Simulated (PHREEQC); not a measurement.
# Polishing slurry liquid: an equilibrium model

Dissolve 0.0017 mol K2CO3 and 0.013 mol Fe(NO3)3 per kg of water at 25 °C. Closed to the air; pH follows from the charge balance.

All values are PHREEQC results (ion-association model, wateq4f.dat), not measurements.

| Quantity | Value |
|---|---|
| pH | 2.35 |
| ionic strength | 0.0711 mol/kgw |
| total alkalinity | -22.6 meq/kg |

```tsv
species	molality	activity	log γ
NO3-	0.0390	0.0304	-0.108
H+	0.00530	0.00445	-0.076
Fe+3	0.00474	0.000980	-0.684
K+	0.00340	0.00268	-0.103
FeOH+2	0.00340	0.00142	-0.378
Fe2(OH)2+4	0.00190	5.43e-5	-1.544
CO2	0.00170	0.00173	0.007
Fe3(OH)4+5	0.000310	1.20e-6	-2.413
Fe(OH)2+	0.000131	0.000106	-0.092
HCO3-	2.13e-7	1.72e-7	-0.092
Fe(OH)3	3.01e-9	3.06e-9	0.007
```

No solid was allowed to form. Examples of supersaturated solids here: Hematite (slow to form), Goethite (slow to form). Others may be too. Species that the database lacks are ignored.
